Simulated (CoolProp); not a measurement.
Vapour-liquid equilibrium of R22 (1) + n-pentane (2) at 230.9 K; x and y are mole fractions of (1).

Computed with CoolProp (multi-fluid Helmholtz-energy mixture model, Kamei 1995 and Thol 2019; pair parameters Bell 2016).

| x | bubble pressure (bar) | y at the bubble point | dew pressure at overall composition x (bar) | liquid density (mol/L) |
|---|---|---|---|---|
| 0.05 | 0.1444 | 0.844 | 0.02463 | 9.701 |
| 0.125 | 0.3022 | 0.930 | 0.02673 | 10.03 |
| 0.2 | 0.4296 | 0.954 | 0.02921 | 10.38 |
| 0.275 | 0.5280 | 0.964 | 0.03221 | 10.76 |
| 0.35 | 0.6016 | 0.970 | 0.03588 | 11.15 |
| 0.425 | 0.6557 | 0.974 | 0.04051 | 11.58 |
| 0.5 | 0.6961 | 0.977 | 0.04650 | 12.03 |
| 0.575 | 0.7280 | 0.979 | 0.05456 | 12.53 |
| 0.65 | 0.7562 | 0.981 | 0.06601 | 13.06 |
| 0.725 | 0.7847 | 0.983 | 0.08352 | 13.64 |
| 0.8 | 0.8172 | 0.986 | 0.1137 | 14.28 |
| 0.875 | 0.8567 | 0.990 | 0.1778 | 14.99 |
| 0.95 | 0.9064 | 0.995 | 0.4037 | 15.77 |

No azeotrope shows between x = 0.05 and 0.95.

Pair parameters are fitted to limited data, so mixtures are less certain than the pure fluids. With so large a gap from Raoult's law the liquid may split in two, which this calculation doesn't test in full.
